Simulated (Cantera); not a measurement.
# Adiabatic ignition

An adiabatic, constant-pressure homogeneous reactor starts with H2 : O2 : N2 : H2O = 0.46 : 1.43 : 5.37 : 0.39 (molar parts), at 998 K and 1.00 bar.

Cantera simulation using GRI-Mech 3.0 (53 species, 325 reactions); the numbers are that mechanism's predictions, not measurements.

| t (s) | T (K) | x H2 | x O2 | x H2O | x H | x NO2 | x O |
|---|---|---|---|---|---|---|---|
| 6.00e-6 | 998 | 0.0601 | 0.187 | 0.0510 | 2.82e-11 | <1e-12 | 7.63e-12 |
| 2.46e-5 | 998 | 0.0601 | 0.187 | 0.0510 | 8.73e-11 | <1e-12 | 4.75e-11 |
| 0.000101 | 998 | 0.0601 | 0.187 | 0.0510 | 3.60e-10 | <1e-12 | 2.38e-10 |
| 0.000416 | 998 | 0.0601 | 0.187 | 0.0510 | 2.54e-9 | <1e-12 | 1.76e-9 |
| 0.00171 | 998 | 0.0601 | 0.187 | 0.0510 | 5.66e-7 | <1e-12 | 3.80e-7 |
| 0.00702 | 1434 | 1.00e-6 | 0.162 | 0.115 | 3.32e-8 | 3.11e-9 | 2.99e-6 |
| 0.0288 | 1434 | 2.44e-7 | 0.162 | 0.115 | 4.31e-9 | 2.99e-9 | 7.35e-7 |
| 0.119 | 1434 | 2.15e-7 | 0.162 | 0.115 | 3.59e-9 | 3.16e-9 | 6.42e-7 |
| 0.487 | 1434 | 2.15e-7 | 0.162 | 0.115 | 3.58e-9 | 3.18e-9 | 6.42e-7 |
| 2.00 | 1434 | 2.15e-7 | 0.162 | 0.115 | 3.58e-9 | 3.24e-9 | 6.42e-7 |
x: mole fraction; the columns are a selection and need not sum to one.

```
Property                                                             Value
---------------------------------  ---------------------------------------
time of steepest temperature rise                                  2.29 ms
temperature at 2.00 s                                               1434 K
equilibrium temperature                                             1432 K
x(H2) at 2.00 s                    2.15e-7 (gas-phase equilibrium 2.10e-7)
x(O2) at 2.00 s                        0.162 (gas-phase equilibrium 0.161)
x(H2O) at 2.00 s                       0.115 (gas-phase equilibrium 0.115)
```
